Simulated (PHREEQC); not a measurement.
A column of 0.2 m (30 cells, dispersivity 0.01 m, 60 s a shift, diffusion coefficient 3e-10 m²/s) holds 0.018 eq of the database's cation exchanger X per kg of pore water, first in equilibrium with 81 mmol/kgw BaCl2, 11 mmol/kgw MgCl2 and 0.01 mmol/kgw HCl. It is flushed with 21 mmol/kgw MnCl2, 0.44 mmol/kgw CaCl2 and 0.01 mmol/kgw HCl, at 25 °C. Values are for the last cell. No CO2 enters from the air. Nothing may precipitate in this run.

Base run: PHREEQC, ion-association model, phreeqc.dat. Each further column changes one thing. The table gives Mn in solution (mol/kgw).

```json
[
 {"pore volumes": "0", "base": "0", "exchange capacity from 0.018 to 0.009 eq/kgw": "0", "dispersivity from 0.01 to 0.02 m": "0"},
 {"pore volumes": "0.3167", "base": "7.41e-7", "exchange capacity from 0.018 to 0.009 eq/kgw": "9.74e-7", "dispersivity from 0.01 to 0.02 m": "…"},
 {"pore volumes": "0.6167", "base": "0.00118", "exchange capacity from 0.018 to 0.009 eq/kgw": "0.00140", "dispersivity from 0.01 to 0.02 m": "0.00292"},
 {"pore volumes": "0.9167", "base": "0.00662", "exchange capacity from 0.018 to 0.009 eq/kgw": "0.00786", "dispersivity from 0.01 to 0.02 m": "…"},
 {"pore volumes": "1.217", "base": "0.0111", "exchange capacity from 0.018 to 0.009 eq/kgw": "…", "dispersivity from 0.01 to 0.02 m": "…"},
 {"pore volumes": "1.517", "base": "0.0136", "exchange capacity from 0.018 to 0.009 eq/kgw": "…", "dispersivity from 0.01 to 0.02 m": "0.0143"},
 {"pore volumes": "1.817", "base": "0.0157", "exchange capacity from 0.018 to 0.009 eq/kgw": "0.0180", "dispersivity from 0.01 to 0.02 m": "0.0157"},
 {"pore volumes": "2.117", "base": "0.0174", "exchange capacity from 0.018 to 0.009 eq/kgw": "0.0193", "dispersivity from 0.01 to 0.02 m": "0.0169"},
 {"pore volumes": "2.417", "base": "0.0187", "exchange capacity from 0.018 to 0.009 eq/kgw": "0.0201", "dispersivity from 0.01 to 0.02 m": "0.0180"},
 {"pore volumes": "2.717", "base": "0.0196", "exchange capacity from 0.018 to 0.009 eq/kgw": "…", "dispersivity from 0.01 to 0.02 m": "0.0188"},
 {"pore volumes": "3.017", "base": "0.0201", "exchange capacity from 0.018 to 0.009 eq/kgw": "0.0208", "dispersivity from 0.01 to 0.02 m": "0.0194"}
]
```

Question: Some entries are withheld; supply them.

Answer: 
- 0.3167, dispersivity from 0.01 to 0.02 m: 6.18e-5
- 0.9167, dispersivity from 0.01 to 0.02 m: 0.00830
- 1.217, exchange capacity from 0.018 to 0.009 eq/kgw: 0.0133
- 1.217, dispersivity from 0.01 to 0.02 m: 0.0121
- 1.517, exchange capacity from 0.018 to 0.009 eq/kgw: 0.0161
- 2.717, exchange capacity from 0.018 to 0.009 eq/kgw: 0.0206
